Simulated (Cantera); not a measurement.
A closed system holds: 1 mol C, 3.8 mol H2, held at 2423 K and 0.100 bar.

These are equilibrium values from Cantera (NASA tables, ideal gas, pure condensed phases), not measurements of a reactor. Candidate condensed phases: C, C6H6, C7H8, C8H18; 76 gas species. The numbers say what is thermodynamically allowed, not how fast it happens.

Base state: H2 0.938, H 0.0543, C2H2 (acetylene) 0.00726, C2H 2.55e-5, C4H2 2.31e-5, CH3 1.59e-5, CH4 1.50e-5 (mole fractions); condensed: C(graphite).

**Question.** What changes in the equilibrium state with this change: 0.96 mol Cl2 added?

**Answer.** 
```csv
species,before,after
H2,0.938,0.563
HCl,0,0.371
H,0.0543,0.0421
Cl,0,0.0197
C2HCl,0,2.89e-5
CH4,1.50e-5,5.40e-6
CH3,1.59e-5,7.39e-6
"C(graphite), mol",0.943,0.956
```

**Question.** What changes in the equilibrium state with this change: pressure from 0.100 bar to 2.20 bar?

**Answer.** 
| species | before | after |
|---|---|---|
| H2 | 0.938 | 0.980 |
| H | 0.0543 | 0.0118 |
| C2H2 (acetylene) | 0.00726 | 0.00758 |
| CH4 | 1.50e-5 | 0.000361 |
| C2H4 | 6.56e-7 | 1.58e-5 |
| CH3 | 1.59e-5 | 7.97e-5 |
| C2H | 2.55e-5 | 5.55e-6 |
| C4H2 | 2.31e-5 | 2.42e-5 |
| C(graphite), mol | 0.943 | 0.940 |
